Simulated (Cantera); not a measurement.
Charge: 1 mol C2F6, 0.53 mol HCl, 15 mol H2, at 150 Pa.

Equilibrium computed with Cantera from the NASA thermochemical tables; the gas is ideal and each condensed phase is pure. Candidate condensed phases: C, C6H6, C7H8, C8H18; 118 gas species. The feed counts by its element totals alone. Equilibrium is a limit: real reactors are often held back by kinetics, nucleation or transport. All values below are at 2473 K.

Base state: H2 0.361, H 0.346, HF 0.266, HCl 0.0140, Cl 0.00951, C2H2 (acetylene) 0.00348, F 0.000495, C2H 0.000226 (mole fractions); condensed: C(graphite).

**Question.** What changes in the equilibrium state with this change: pressure from 150 Pa to 100000 Pa?

**Answer.** 
| species | before | after |
|---|---|---|
| H2 | 0.361 | 0.627 |
| HF | 0.266 | 0.321 |
| HCl | 0.0140 | 0.0278 |
| H | 0.346 | 0.0177 |
| CH4 | 3.06e-8 | 6.16e-5 |
| C | 7.62e-5 | 1.14e-7 |
| C(graphite), mol | 1.81 | 1.77 |
